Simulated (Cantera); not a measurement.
Premixed flame

A freely propagating, adiabatic, planar premixed flame of 15.3 % CO, 20.0 % H2, 12.6 % O2, 51.7 % N2, 0.384 % CO2, equivalence ratio 1.4, unburnt at 575 K and 345 Torr; mixture-averaged transport, grid criteria slope 0.08 and curve 0.16, no radiation.

Detailed kinetics in Cantera: GRI-Mech 3.0 (53 species, 325 reactions). Burning velocities carry a grid error of a few per cent, more on coarse grids.

```csv
z (mm),T (K),u (m/s),x CO,x H2,x O2,x NO,x O,x OH
-4.45,575,4.87,0.153,0.200,0.126,<1e-8,<1e-8,<1e-8
-2.97,575,4.87,0.153,0.200,0.126,<1e-8,<1e-8,<1e-8
-2.22,575,4.87,0.153,0.200,0.126,<1e-8,<1e-8,<1e-8
-1.48,575,4.87,0.153,0.199,0.126,<1e-8,<1e-8,<1e-8
-0.741,581,4.91,0.154,0.198,0.126,<1e-8,3.67e-6,1.49e-5
-0.371,737,6.15,0.153,0.178,0.122,<1e-8,0.000209,0.000442
0,1160,9.44,0.144,0.0941,0.0831,6.20e-7,0.00587,0.00269
0.371,1461,11.7,0.118,0.0390,0.0338,4.24e-6,0.0124,0.00682
0.741,1603,12.7,0.100,0.0369,0.0219,8.63e-6,0.0121,0.00876
1.48,1748,13.7,0.0894,0.0404,0.0164,1.57e-5,0.0104,0.0104
2.97,1891,14.7,0.0900,0.0403,0.0136,2.53e-5,0.00826,0.0116
5.93,2032,15.6,0.0916,0.0385,0.0108,3.76e-5,0.00593,0.0118
11.9,2162,16.4,0.0912,0.0360,0.00762,5.61e-5,0.00375,0.0110
```
x: mole fraction of selected species; z is measured from the peak of heat release.

The laminar burning velocity is 487 cm/s, the thermal thickness is 1.48 mm and the peak x(O) is 0.0126. The peak x(OH) is 0.0118. The grid points comes out as 145.
